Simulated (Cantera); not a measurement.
An isothermal, constant-pressure homogeneous reactor starts with CH4 : H2 = 1 : 50 (molar parts), at 1450 K and 120 Pa. Integrator tolerance rtol = 1e-08.

Detailed kinetics in Cantera: GRI-Mech 3.0 (53 species, 325 reactions). GRI-Mech 3.0 stops at C3 and has no aromatics, soot or wall deposition, so with more carbon than oxygen in the feed, carbon stays in small species such as C2H2 where larger ones or solid carbon would form. Radical loss at walls, strong at low pressure, is not modelled.

Q: What does this change do: pressure from 120 Pa to 46000 Pa?

A: 
```csv
quantity,before,after
x(CH4) at 20.0 s,0.0194 (gas-phase equilibrium 0.000171),0.0178 (gas-phase equilibrium 0.0178)
x(H2) at 20.0 s,0.980 (gas-phase equilibrium 0.990),0.981 (gas-phase equilibrium 0.981)
x(CH3) at 20.0 s,5.39e-5 (gas-phase equilibrium 9.49e-7),5.09e-6 (gas-phase equilibrium 5.08e-6)
x(H) at 20.0 s,0.000135 (gas-phase equilibrium 0.000274),1.39e-5 (gas-phase equilibrium 1.39e-5)
x(CH2) at 20.0 s,5.58e-9 (gas-phase equilibrium 2.03e-10),5.59e-11 (gas-phase equilibrium 5.58e-11)
x(C2H4) at 20.0 s,9.79e-6 (gas-phase equilibrium 5.35e-6),0.000152 (gas-phase equilibrium 0.000155)
x(C2H2) at 20.0 s,6.20e-5 (gas-phase equilibrium 0.00952),0.000710 (gas-phase equilibrium 0.000725)
```
